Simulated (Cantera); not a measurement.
Input: 1 mol FeS2, 0.083 mol SO3, 5.7 mol N2, held at 1323 K and 2200 Pa.

These are equilibrium values from Cantera (NASA tables, ideal gas, pure condensed phases), not measurements of a reactor. Candidate condensed phases: Fe, FeO, FeS, FeSO4, FeS2, Fe2O3, Fe2(SO4)3, Fe3O4, S; 19 gas species. FeS: taken at fixed stoichiometry. Kinetics and transport are ignored.

Base state: N2 0.904, S2 0.0756, SO2 0.0193, SO 0.000443, S2O 0.000402 (mole fractions); condensed: FeS(s).

### Question
What changes in the equilibrium state with this change: pressure from 2200 Pa to 101000 Pa?

### Answer
```csv
species,before,after
N2,0.904,0.904
S2,0.0756,0.0752
SO2,0.0193,0.0192
S2O,0.000402,0.00104
SO,0.000443,0.000169
"FeS(s), mol",1.00,1.00
```

### Question
What changes in the equilibrium state with this change: pressure from 2200 Pa to 580000 Pa?

### Answer
| species | before | after |
|---|---|---|
| N2 | 0.904 | 0.905 |
| S2 | 0.0756 | 0.0748 |
| SO2 | 0.0193 | 0.0189 |
| S2O | 0.000402 | 0.00159 |
| SO | 0.000443 | 0.000108 |
| FeS(s), mol | 1.00 | 1.00 |
